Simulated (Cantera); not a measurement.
Feed: 1 mol SiHCl₃, 42 mol NH₃, at 0.440 bar.

Method: chemical equilibrium by Gibbs-energy minimisation in Cantera with the NASA 1993 tables (ideal gas, pure condensed phases). Candidate condensed phases: NH₄Cl, Si, Si₃N₄; 28 gas species. The numbers say what is thermodynamically allowed, not how fast it happens.

Task: At 1325 °C, list the 5 most abundant gas species with their mole fractions, and the condensed phases.

Result: H₂ 0.727, N₂ 0.238, HCl 0.0349, SiCl₂ 0.000113, H 6.84e-5. Condensed: Si₃N₄(s).
